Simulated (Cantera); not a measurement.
An isothermal, constant-pressure homogeneous reactor starts with CH4 : N2 = 1 : 150 (molar parts), at 1825 K and 760 Torr.

Detailed kinetics in Cantera: GRI-Mech 3.0 (53 species, 325 reactions). GRI-Mech 3.0 stops at C3 and has no aromatics, soot or wall deposition, so with more carbon than oxygen in the feed, carbon stays in small species such as C2H2 where larger ones or solid carbon would form.

Q: Predict: x(CH4) at 10.0 s; x(H) at 10.0 s; x(C2H4) at 10.0 s; x(HCN) at 10.0 s; x(C2H2) at 10.0 s.

A: x(CH4) at 10.0 s: 1.21e-6 (gas-phase equilibrium 4.89e-7)
x(H) at 10.0 s: 4.37e-5 (gas-phase equilibrium 4.37e-5)
x(C2H4) at 10.0 s: 6.37e-7 (gas-phase equilibrium 2.06e-8)
x(HCN) at 10.0 s: 4.75e-5 (gas-phase equilibrium 0.00637)
x(C2H2) at 10.0 s: 0.00326 (gas-phase equilibrium 0.000106)
